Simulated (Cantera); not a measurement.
Input: 1 mol Si, 0.38 mol CO2, 21 mol H2, at 10000 Pa.

Cantera equilibrium calculation (NASA polynomials, part measured and part estimated; ideal gas, pure solids and liquids). Candidate condensed phases: C, C6H6, C7H8, C8H18, H2O, Si, SiC, SiO2; 123 gas species. Mutual solubility and eutectic melting of coexisting phases are not modelled. The tables hold silica as quartz up to 1696 K and as liquid above; real silica turns to tridymite and cristobalite and melts near 1996 K. Gases not in the tables: Si2H6 and higher silanes. Kinetics and transport are ignored.

x: gas mole fraction; n: condensed amount in mol.

```json
[
 {"T (°C)": "1100", "x H2": "1.000", "x SiO": "0.000411", "x CO": "(withheld)", "x H": "1.05e-5", "n Si(s)": "0.236", "n SiC(s)": "0.380", "n SiO2(β-quartz)": "0.376"},
 {"T (°C)": "1150", "x H2": "0.999", "x SiO": "0.00118", "x CO": "(withheld)", "x H": "2.10e-5", "n Si(s)": "0.228", "n SiC(s)": "0.379", "n SiO2(β-quartz)": "0.367"},
 {"T (°C)": "1200", "x H2": "0.997", "x SiO": "0.00314", "x CO": "(withheld)", "x H": "3.99e-5", "n Si(s)": "0.209", "n SiC(s)": "0.378", "n SiO2(β-quartz)": "0.346"},
 {"T (°C)": "1250", "x H2": "0.992", "x SiO": "0.00782", "x CO": "(withheld)", "x H": "7.28e-5", "n Si(s)": "0.165", "n SiC(s)": "0.375", "n SiO2(β-quartz)": "0.295"},
 {"T (°C)": "1300", "x H2": "0.981", "x SiO": "0.0184", "x CO": "(withheld)", "x H": "0.000127", "n Si(s)": "0.0640", "n SiC(s)": "0.366", "n SiO2(β-quartz)": "0.176"},
 {"T (°C)": "1350", "x H2": "0.965", "x SiO": "0.0317", "x CO": "0.00321", "x H": "0.000215", "n Si(s)": "0", "n SiC(s)": "0.310", "n SiO2(β-quartz)": "0"},
 {"T (°C)": "1400", "x H2": "0.965", "x SiO": "0.0317", "x CO": "0.00322", "x H": "0.000354", "n Si(s)": "0", "n SiC(s)": "0.310", "n SiO2(β-quartz)": "0"},
 {"T (°C)": "1450", "x H2": "0.964", "x SiO": "0.0317", "x CO": "0.00322", "x H": "0.000566", "n Si(s)": "0", "n SiC(s)": "0.310", "n SiO2(β-quartz)": "0"},
 {"T (°C)": "1500", "x H2": "0.964", "x SiO": "0.0317", "x CO": "0.00324", "x H": "0.000883", "n Si(s)": "0", "n SiC(s)": "0.309", "n SiO2(β-quartz)": "0"}
]
```

Problem. What belongs in the gaps?

Solution. 
- 1100, x CO: 6.75e-6
- 1150, x CO: 2.38e-5
- 1200, x CO: 7.70e-5
- 1250, x CO: 0.000230
- 1300, x CO: 0.000641
